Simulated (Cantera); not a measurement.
A closed system holds: 1 mol FeS, 1.1 mol SO3, 5.9 mol H2O, equilibrated at 748.15 K and 6.10 bar.

Method: chemical equilibrium by Gibbs-energy minimisation in Cantera with the NASA 1993 tables (ideal gas, pure condensed phases). Candidate condensed phases: Fe, FeO, Fe(OH)2, Fe(OH)3, FeS, FeSO4, FeS2, Fe2O3, Fe2(SO4)3, Fe3O4, H2O, H2SO4, S; 22 gas species. The numbers say what is thermodynamically allowed, not how fast it happens.

Base state: H2O 0.821, SO2 0.176, H2S 0.00238, S2 6.66e-5, S2O 3.33e-5, H2 2.34e-5 (mole fractions); condensed: FeS2(s) + Fe3O4(s).

**Question.** What changes in the equilibrium state with this change: temperature from 748.15 K to 1298 K?

**Answer.** 
```csv
species,before,after
H2O,0.821,0.771
SO2,0.176,0.182
H2S,0.00238,0.0241
S2,6.66e-5,0.0131
SH,1.57e-9,6.39e-5
SO,1.16e-8,0.000174
H2,2.34e-5,0.00759
"FeS2(s), mol",0.409,0
"Fe3O4(s), mol",0.197,0.211
"FeS(s), mol",0,0.368
```
Mutual solubility and eutectic melting of coexisting phases are not modelled. FeS: taken at fixed stoichiometry. Gases not in the tables: S3 to S7.
